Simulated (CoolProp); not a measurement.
Vapour pressure (kPa) of tetrahydrofuran: the reference equation beside estimates from Tc = 267.0 °C, pc = 5304 kPa, ω = 0.234.

Model: reference Helmholtz-energy equation of state, Fiedler 2023, in CoolProp.

```
T (°C)  reference  Lee-Kesler  van der Waals  Redlich-Kwong  Soave-Redlich-Kwong
------  ---------  ----------  -------------  -------------  -------------------
0.55        6.594  (withheld)          161.1          14.37                6.313
3.85        7.854       7.356          174.5          16.88                7.526
7.15        9.310       8.737          188.7          19.74                8.929
10.45       10.98       10.33          203.6          22.98                10.55
13.75       12.90       12.16     (withheld)          26.63                12.40
17.05       15.09  (withheld)          236.0          30.72                14.52
20.35       17.57       16.63          253.5          35.31                16.93
23.65       20.38       19.34          271.8          40.42                19.66
26.95       23.55       22.40          291.1          46.10                22.74
```

Problem. Some entries are withheld; supply them.

Solution. 
- 0.55, Lee-Kesler: 6.164
- 13.75, van der Waals: 219.4
- 17.05, Lee-Kesler: 14.25

Absolute difference from the reference over all 9 rows, mean and median: Lee-Kesler 5.7 and 5.7 %, van der Waals 1658.1 and 1600.8 %, Redlich-Kwong 106.6 and 106.4 %, Soave-Redlich-Kwong 3.9 and 3.9 %.
